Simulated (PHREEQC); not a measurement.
Consider water at 20 °C with 0.0063 mol/kgw HCl and 0.00095 mol/kgw FeCl3. Closed to the air; pH follows from the charge balance.

The numbers come from PHREEQC with the ion-association model, phreeqc.dat.

This is a speciation only: nothing precipitates in the calculation.

Task: Order these Fe species by the share of Fe that they hold, largest first: Fe2(OH)2+4, Fe+3, FeOH+2, Fe(OH)2+, FeCl+2.

Result: Fe+3 (59 %), FeOH+2 (31 %), FeCl+2 (8.0 %), Fe2(OH)2+4 (1.4 %), Fe(OH)2+ (1.0 %)

The pH is 2.22 and the ionic strength 0.0112 mol/kgw. Saturation is exceeded, for instance for Hematite (slow to form), Goethite (slow to form); the values hold only as long as no solid forms.
